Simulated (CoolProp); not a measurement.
Vapour-liquid equilibrium of nitrogen (1) + carbon monoxide (2) at 0.522 MPa; x and y are mole fractions of (1).

Values from CoolProp's multi-fluid Helmholtz-energy mixture model, Span 2000 and Lemmon 2006; pair parameters Gernert 2013.

Q: Give the bubble temperature and the first vapour's composition at x = 0.35, 0.65, 0.85. Is there an azeotrope?

A: x = 0.35: -175.8 °C, y = 0.431; x = 0.65: -177.3 °C, y = 0.716; x = 0.85: -178.1 °C, y = 0.881. No azeotrope shows between x = 0.05 and 0.95.

Pair parameters are fitted to limited data, so mixtures are less certain than the pure fluids.
